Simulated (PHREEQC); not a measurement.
1 kg of water holding 0.24 mol KCl and 0.37 mol NaCl is evaporated at 60 °C; the solids stay in contact with the brine. No CO2 enters from the air. The run lets Halite, Sylvite precipitate or redissolve, and no other solid.

Equilibrium calculation in PHREEQC: Pitzer model, pitzer.dat.

```json
[
 {"water left (kg)": "1", "ionic strength": "0.610", "water activity": "0.980", "Halite (mol)": "0", "Sylvite (mol)": "0", "K in solution (mol/kgw)": "0.240", "Cl in solution (mol/kgw)": "0.610"},
 {"water left (kg)": "0.5552", "ionic strength": "1.10", "water activity": "?", "Halite (mol)": "0", "Sylvite (mol)": "0", "K in solution (mol/kgw)": "0.432", "Cl in solution (mol/kgw)": "1.10"},
 {"water left (kg)": "0.375", "ionic strength": "1.63", "water activity": "0.946", "Halite (mol)": "0", "Sylvite (mol)": "0", "K in solution (mol/kgw)": "0.640", "Cl in solution (mol/kgw)": "1.63"},
 {"water left (kg)": "0.2082", "ionic strength": "2.93", "water activity": "0.899", "Halite (mol)": "0", "Sylvite (mol)": "0", "K in solution (mol/kgw)": "1.15", "Cl in solution (mol/kgw)": "2.93"},
 {"water left (kg)": "0.1156", "ionic strength": "5.28", "water activity": "?", "Halite (mol)": "0", "Sylvite (mol)": "0", "K in solution (mol/kgw)": "2.08", "Cl in solution (mol/kgw)": "5.28"},
 {"water left (kg)": "0.06418", "ionic strength": "8.14", "water activity": "0.696", "Halite (mol)": "?", "Sylvite (mol)": "0.0274", "K in solution (mol/kgw)": "3.31", "Cl in solution (mol/kgw)": "8.14"},
 {"water left (kg)": "0.04335", "ionic strength": "8.14", "water activity": "0.696", "Halite (mol)": "?", "Sylvite (mol)": "?", "K in solution (mol/kgw)": "3.31", "Cl in solution (mol/kgw)": "8.14"},
 {"water left (kg)": "0.02407", "ionic strength": "8.14", "water activity": "0.696", "Halite (mol)": "0.254", "Sylvite (mol)": "?", "K in solution (mol/kgw)": "3.31", "Cl in solution (mol/kgw)": "8.14"},
 {"water left (kg)": "0.01337", "ionic strength": "8.14", "water activity": "0.696", "Halite (mol)": "0.305", "Sylvite (mol)": "?", "K in solution (mol/kgw)": "3.31", "Cl in solution (mol/kgw)": "8.14"},
 {"water left (kg)": "0.00903", "ionic strength": "8.14", "water activity": "0.696", "Halite (mol)": "?", "Sylvite (mol)": "0.210", "K in solution (mol/kgw)": "3.31", "Cl in solution (mol/kgw)": "8.14"},
 {"water left (kg)": "0.005012", "ionic strength": "8.14", "water activity": "0.696", "Halite (mol)": "0.346", "Sylvite (mol)": "0.223", "K in solution (mol/kgw)": "3.31", "Cl in solution (mol/kgw)": "8.14"}
]
```

Task: What belongs in the gaps?

Result: 
- 0.5552, water activity: 0.964
- 0.1156, water activity: 0.809
- 0.06418, Halite (mol): 0.0602
- 0.04335, Halite (mol): 0.161
- 0.04335, Sylvite (mol): 0.0964
- 0.02407, Sylvite (mol): 0.160
- 0.01337, Sylvite (mol): 0.196
- 0.00903, Halite (mol): 0.326

Species that the database lacks are ignored. At this temperature some constants are extrapolated from 25 °C, and those without enthalpy data are left unchanged.
